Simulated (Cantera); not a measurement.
Input (Python, Cantera):

```python
import numpy as np
import cantera as ct

gas = ct.Solution("gri30.yaml")
gas.TPX = 1800, 780000, {'H2': 1, 'O2': 0.385, 'N2': 1.45, 'H2O': 0.14}
reactor = ct.IdealGasReactor(gas, energy="on", clone=False)
net = ct.ReactorNet([reactor])
net.rtol, net.atol = 1e-08, 1e-16
show = ['H2', 'O2', 'H2O', 'HO2', 'H', 'OH', 'N2O']
times = np.geomspace(7e-06, 1, 10)

steps = ct.SolutionArray(gas, extra=["t"])
rows = []
print(f"{'t/s':>10s}{'T/K':>9s}{'P/Pa':>11s}" + "".join(f"{s:>11s}" for s in show))
for t in times:
    while net.time < t:
        t_next = net.step()
        steps.append(gas.state, t=t_next)
    rows.append([np.interp(t, steps.t, y) for y in (steps.T, steps.P, *steps(*show).X.T)])
    print(f"{t:10.3e}{rows[-1][0]:9.1f}{rows[-1][1]:11.4g}" + "".join(f"{x:11.3e}" for x in rows[-1][2:]))
rate = np.gradient(steps.T, steps.t)
print("integrator steps:", len(steps.t))
if steps.T.max() > steps.T[0] + 200:
    print(f"time of steepest temperature rise: {steps.t[rate.argmax()]:.4e} s")
gas.TPX = 1800, 780000, {'H2': 1, 'O2': 0.385, 'N2': 1.45, 'H2O': 0.14}
gas.equilibrate("UV")
print(f"equilibrium (UV): T = {gas.T:.1f} K  " + "  ".join(f"{s} {gas[s].X[0]:.3e}" for s in show))
```

It prints:

```
       t/s      T/K       P/Pa         H2         O2        H2O        HO2          H         OH        N2O
 7.000e-06   3255.7  1.283e+06  1.050e-01  5.726e-03  2.854e-01  1.394e-05  2.969e-02  3.206e-02  1.101e-06
 2.617e-05   3245.0  1.279e+06  1.070e-01  5.157e-03  2.843e-01  1.264e-05  2.919e-02  3.059e-02  1.221e-06
 9.787e-05   3240.0  1.277e+06  1.080e-01  4.912e-03  2.838e-01  1.208e-05  2.896e-02  2.993e-02  1.329e-06
 3.659e-04   3239.9  1.277e+06  1.080e-01  4.911e-03  2.838e-01  1.207e-05  2.895e-02  2.992e-02  1.330e-06
 1.368e-03   3239.9  1.277e+06  1.080e-01  4.911e-03  2.838e-01  1.207e-05  2.895e-02  2.992e-02  1.330e-06
 5.116e-03   3239.9  1.277e+06  1.080e-01  4.911e-03  2.838e-01  1.207e-05  2.895e-02  2.992e-02  1.330e-06
 1.913e-02   3239.9  1.277e+06  1.080e-01  4.911e-03  2.838e-01  1.207e-05  2.895e-02  2.992e-02  1.330e-06
 7.153e-02   3239.9  1.277e+06  1.080e-01  4.911e-03  2.838e-01  1.207e-05  2.895e-02  2.992e-02  1.330e-06
 2.674e-01   3239.9  1.277e+06  1.080e-01  4.911e-03  2.838e-01  1.207e-05  2.895e-02  2.992e-02  1.330e-06
 1.000e+00   3239.9  1.277e+06  1.080e-01  4.911e-03  2.838e-01  1.207e-05  2.895e-02  2.992e-02  1.330e-06
integrator steps: 1059
time of steepest temperature rise: 8.0924e-07 s
equilibrium (UV): T = 3239.9 K  H2 1.080e-01  O2 4.911e-03  H2O 2.838e-01  HO2 1.207e-05  H 2.895e-02  OH 2.992e-02  N2O 1.330e-06
```

Model: GRI-Mech 3.0 (53 species, 325 reactions), integrated in Cantera. The hydrogen kinetics of GRI-Mech 3.0 are dated; newer H2 mechanisms differ, most at raised pressure. Above 3000 K some thermodynamic fits are extrapolated.
